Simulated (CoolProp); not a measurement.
The numbers come from the reference Helmholtz-energy equation of state, Lemmon 2005 in CoolProp. It is a short technical equation, of lower accuracy than the large ones.

### Question
Give the vapour pressure (kPa), enthalpy of vaporisation (kJ/kg), surface tension (mN/m) of saturated trans-2-butene at 361.9 K.

### Answer
```csv
T (K),p (kPa),enthalpy of vaporisation (kJ/kg),surface tension (mN/m)
361.9,1200,298,5.84
```

Surface tension comes from a separate correlation (Mulero 2014).
